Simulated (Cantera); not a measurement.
A freely propagating, adiabatic, planar premixed flame of CO : H₂ : O₂ : N₂ : CO₂ = 1 : 0.031 : 0.43 : 1.62 : 0.25 (molar parts), unburnt at 723 K and 500000 Pa; multicomponent transport, grid criteria slope 0.08 and curve 0.16, no radiation.

Model: GRI-Mech 3.0 (53 species, 325 reactions), integrated in Cantera. The hydrogen kinetics of GRI-Mech 3.0 are dated; newer H2 mechanisms differ, most at raised pressure. Burning velocities carry a grid error of a few per cent, more on coarse grids.

x: mole fraction of selected species; z is measured from the peak of heat release.

| z (mm) | T (K) | u (m/s) | x CO | x H₂ | x O₂ | x H₂O₂ | x N₂O | x O |
|---|---|---|---|---|---|---|---|---|
| -0.535 | 723 | 0.984 | 0.300 | 0.00926 | 0.129 | <1e-8 | <1e-8 | <1e-8 |
| -0.356 | 723 | 0.983 | 0.300 | 0.00910 | 0.129 | 2.22e-8 | <1e-8 | <1e-8 |
| -0.267 | 723 | 0.983 | 0.300 | 0.00884 | 0.129 | 1.52e-7 | <1e-8 | <1e-8 |
| -0.178 | 726 | 0.986 | 0.300 | 0.00815 | 0.129 | 1.53e-6 | <1e-8 | <1e-8 |
| -0.0891 | 782 | 1.06 | 0.297 | … | 0.127 | … | … | … |
| -0.0445 | 1034 | 1.38 | 0.277 | 0.00391 | 0.115 | 5.85e-5 | 1.67e-7 | 0.000360 |
| 0 | 1462 | 1.91 | 0.223 | 0.00137 | 0.0836 | 1.84e-6 | 8.60e-7 | 0.00493 |
| 0.0445 | 1758 | 2.24 | 0.175 | 0.000585 | 0.0561 | 3.75e-7 | 1.48e-6 | 0.00921 |
| 0.0891 | 1927 | 2.41 | 0.150 | 0.000560 | 0.0431 | 2.04e-7 | 1.54e-6 | 0.00908 |
| 0.178 | 2098 | 2.60 | 0.129 | 0.000557 | 0.0335 | 1.11e-7 | 1.44e-6 | 0.00647 |
| 0.356 | 2248 | 2.75 | … | … | … | … | … | … |
| 0.713 | 2364 | 2.86 | 0.0972 | 0.000418 | 0.0186 | 3.45e-8 | 9.58e-7 | 0.00219 |
| 1.43 | 2451 | 2.95 | 0.0853 | 0.000360 | 0.0128 | 2.13e-8 | 6.42e-7 | 0.00124 |

Problem. Some entries are withheld; supply them.

Solution. 
- -0.0891, x H₂: 0.00607
- -0.0891, x H₂O₂: 3.46e-5
- -0.0891, x N₂O: 1.63e-8
- -0.0891, x O: 3.35e-6
- 0.356, x CO: 0.112
- 0.356, x H₂: 0.000491
- 0.356, x O₂: 0.0256
- 0.356, x H₂O₂: 6.00e-8
- 0.356, x N₂O: 1.26e-6
- 0.356, x O: 0.00383
